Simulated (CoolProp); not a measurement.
Vapour-liquid equilibrium of R22 (1) + dimethyl ether (2) at 285.1 K; x and y are mole fractions of (1).

Computed with CoolProp (multi-fluid Helmholtz-energy mixture model, Kamei 1995 and Wu 2011; pair parameters Bell 2016).

```csv
x,"bubble pressure, mixture model (bar)","bubble pressure, Raoult's law (bar)","y, mixture model","y, Raoult's law"
0.05,3.931,4.137,0.041,0.087
0.125,3.877,4.380,0.111,0.206
0.2,3.843,4.623,0.192,0.312
0.275,3.842,4.866,0.284,0.408
0.35,3.885,5.110,0.386,0.494
0.425,3.987,5.353,0.494,0.573
0.5,4.162,5.596,0.603,0.645
0.575,4.422,5.839,0.705,0.711
0.65,4.773,6.083,0.795,0.771
0.725,5.213,6.326,0.868,0.827
0.8,5.728,6.569,0.923,0.879
0.875,6.289,6.813,0.962,0.927
0.95,6.858,7.056,0.988,0.972
```

The largest gap from Raoult's law is -25.6 % in bubble pressure, at x = 0.5. y crosses x between x = 0.2 and 0.275: the model has an azeotrope there.

Pair parameters are fitted to limited data, so mixtures are less certain than the pure fluids.
